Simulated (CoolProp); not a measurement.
Vapour-liquid equilibrium of nitrogen (1) + oxygen (2) at -186.55 °C; x and y are mole fractions of (1).

Computed with CoolProp (multi-fluid Helmholtz-energy mixture model, Span 2000 and Schmidt 1985; pair parameters Gernert 2013).

```tsv
x	bubble pressure, mixture model (MPa)	bubble pressure, Raoult's law (MPa)	y, mixture model	y, Raoult's law
0.05	0.08064	0.07836	?	0.170
0.15	0.1031	0.09814	0.424	0.407
0.25	?	0.1179	0.568	0.564
0.35	0.1432	0.1377	0.670	0.677
0.45	?	0.1575	0.747	0.761
0.55	0.1805	0.1772	0.809	0.826
0.65	0.1991	0.1970	0.862	0.878
0.75	0.2178	0.2168	0.907	0.921
0.85	0.2368	0.2366	0.947	0.957
0.95	0.2563	0.2564	0.983	0.987
```

Question: What belongs in the gaps?

Answer: 
- 0.05, y, mixture model: 0.189
- 0.25, bubble pressure, mixture model (MPa): 0.1237
- 0.45, bubble pressure, mixture model (MPa): 0.1620

The largest gap from Raoult's law is +5.1 % in bubble pressure, at x = 0.15. No azeotrope shows between x = 0.05 and 0.95.

The pair parameters rest on a limited set of measurements; away from them the model extrapolates.
